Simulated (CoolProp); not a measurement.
Vapour-liquid equilibrium of ethanol (1) + dimethyl carbonate (2) at 31.65 °C; x and y are mole fractions of (1).

The numbers come from the multi-fluid Helmholtz-energy mixture model, Schroeder 2014 and Zhou 2011; pair parameters Bell 2016 in CoolProp.

```json
[
 {"x": "0.05", "bubble pressure (MPa)": "0.01161", "y at the bubble point": "0.168", "dew pressure at overall composition x (MPa)": "0.01053", "liquid density (mol/L)": "11.87"},
 {"x": "0.15", "bubble pressure (MPa)": "0.01358", "y at the bubble point": "0.347", "dew pressure at overall composition x (MPa)": "0.01144", "liquid density (mol/L)": "12.21"},
 {"x": "0.25", "bubble pressure (MPa)": "[?]", "y at the bubble point": "0.438", "dew pressure at overall composition x (MPa)": "0.01247", "liquid density (mol/L)": "[?]"},
 {"x": "0.35", "bubble pressure (MPa)": "0.01520", "y at the bubble point": "0.491", "dew pressure at overall composition x (MPa)": "0.01362", "liquid density (mol/L)": "13.01"},
 {"x": "0.45", "bubble pressure (MPa)": "[?]", "y at the bubble point": "0.528", "dew pressure at overall composition x (MPa)": "[?]", "liquid density (mol/L)": "13.47"},
 {"x": "0.55", "bubble pressure (MPa)": "0.01553", "y at the bubble point": "0.556", "dew pressure at overall composition x (MPa)": "0.01552", "liquid density (mol/L)": "13.97"},
 {"x": "0.65", "bubble pressure (MPa)": "[?]", "y at the bubble point": "[?]", "dew pressure at overall composition x (MPa)": "0.01501", "liquid density (mol/L)": "14.52"},
 {"x": "0.75", "bubble pressure (MPa)": "0.01521", "y at the bubble point": "0.627", "dew pressure at overall composition x (MPa)": "0.01397", "liquid density (mol/L)": "[?]"},
 {"x": "0.85", "bubble pressure (MPa)": "0.01454", "y at the bubble point": "0.697", "dew pressure at overall composition x (MPa)": "0.01290", "liquid density (mol/L)": "[?]"},
 {"x": "0.95", "bubble pressure (MPa)": "0.01293", "y at the bubble point": "0.847", "dew pressure at overall composition x (MPa)": "0.01192", "liquid density (mol/L)": "16.52"}
]
```

### Question
Fill in the missing entries.

### Answer

- 0.25, bubble pressure (MPa): 0.01465
- 0.25, liquid density (mol/L): 12.59
- 0.45, bubble pressure (MPa): 0.01545
- 0.45, dew pressure at overall composition x (MPa): 0.01479
- 0.65, bubble pressure (MPa): 0.01547
- 0.65, y at the bubble point: 0.586
- 0.75, liquid density (mol/L): 15.13
- 0.85, liquid density (mol/L): 15.79

y crosses x between x = 0.55 and 0.65: the model has an azeotrope there.

The pair parameters rest on a limited set of measurements; away from them the model extrapolates.
